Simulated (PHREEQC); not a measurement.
0.094 g of hydrous ferric oxide (600 m²/g; 0.2 weak and 0.005 strong sites per Fe, Dzombak-Morel constants, diffuse double layer) in 1 kg of water with 0.05 mol/kgw of an inert sodium salt and 0.0086 mmol/kgw H3BO3 and 0.00088 mmol/kgw CuCl2, at 25 °C; the pH is set by adding NaOH or the inert anion's acid. O2 is buffered at 0.21 atm. CO2 from the air is kept out. Nothing may precipitate in this run.

Base run: PHREEQC, ion-association model, wateq4f.dat. Each further column changes one thing. The table gives Cu sorbed (%).

```csv
pH,base,no electrostatic term (-no_edl),background salt from 0.05 to 0.005 mol/kgw,oxide from 0.094 to 0.47 g/kgw,0.00048 mol/kgw NaH2PO4 added
4,1.0,1.2,0.9,4.6,1.0
5.33,67.9,[?],65.2,91.8,80.4
6,96.7,[?],96.6,99.4,98.9
7.33,99.9,100.0,99.9,100.0,100.0
8.67,99.9,[?],99.9,100.0,100.0
10,99.8,[?],99.9,100.0,99.8
10.67,99.6,8.3,99.8,99.9,99.6
12,94.4,0.0,[?],98.9,94.1
```

Complete the blanks.


- 5.33, no electrostatic term (-no_edl): 83.3
- 6, no electrostatic term (-no_edl): 99.0
- 8.67, no electrostatic term (-no_edl): 99.7
- 10, no electrostatic term (-no_edl): 63.6
- 12, background salt from 0.05 to 0.005 mol/kgw: 98.4

The database's constant for dissolved Cu(OH)2 is higher than later reviews accept. H3PO4, which wateq4f.dat lacks, is added to it with the constant of phreeqc.dat. The database has no phosphate complexes of Cu.
